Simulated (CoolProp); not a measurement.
A single-stage vapour-compression cycle with cis-2-butene: evaporating at 271.15 K (dew point), condensing at 337.15 K (bubble point), superheat 10 K, subcooling 5 K, compressor efficiency 0.8, no pressure losses. Each further row changes one setting.

Computed with CoolProp (reference Helmholtz-energy equation of state, Lemmon 2005). It is a short technical equation, of lower accuracy than the large ones.

```csv
case,cooling COP,pressure ratio,discharge temperature (K),refrigerating effect (kJ/kg),volumetric capacity (kJ/m³)
as stated,2.62,7.90,364.0,295,592
evaporating temperature 276.15 K,2.95,6.49,361.7,301,726
condensing temperature 332.15 K,2.91,6.97,358.7,307,616
subcooling 10 K,2.72,7.90,364.0,307,616
superheat 20 K,2.64,7.90,374.2,310,597
compressor efficiency 0.7,2.29,7.90,372.7,295,592
```
